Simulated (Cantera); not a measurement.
An isothermal plug-flow reactor at 850 K and 248 Torr (inlet), inlet velocity 0.37 m/s, active area per volume 1100 1/m; feed 0.329 % CH₄, 16.5 % O₂, 81.3 % N₂, 1.95 % H₂O.

Model: Deutschmann's 1995 Pt surface mechanism with GRI-Mech 3.0 gas chemistry, integrated in Cantera. Catalytic surfaces can have several steady states; this one follows from the mechanism file's or the stated starting coverage. Mass transfer to the wall is taken as infinitely fast.

One state of this run: x CH₄ = 0.00323; x O₂ = 0.164; x H₂O = 0.0197; x CO₂ = 6.05e-5; x CO = 6.96e-7; θ free Pt = 0.0805; θ O* = 0.918; θ OH* = 0.00182. x: gas mole fraction; θ: surface coverage.

Problem. Which value of z (m) does it belong to?
(A) 0.0078
(B) 0.00025
(C) 0.025
(D) 0.00078

Solution. D, 0.00078
